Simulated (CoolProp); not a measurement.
R125 at several states: density (kg/m³) from the reference equation and from simpler models built on Tc = 339.2 K, pc = 3.618 MPa, ω = 0.305; each cubic takes its own stable root.

Model: reference Helmholtz-energy equation of state, Lemmon 2005, in CoolProp.

```tsv
T (K)	p (MPa)	phase	reference	van der Waals	Redlich-Kwong	Peng-Robinson
253.2	14.9	liquid	1467	950.9	1322	1531
271.8	0.0267	gas	1.426	1.423	1.425	1.426
323.5	1.32	gas	70.89	68.29	70.12	71.74
498.4	14.5	supercritical	498.5	541.9	532.2	489.6
```
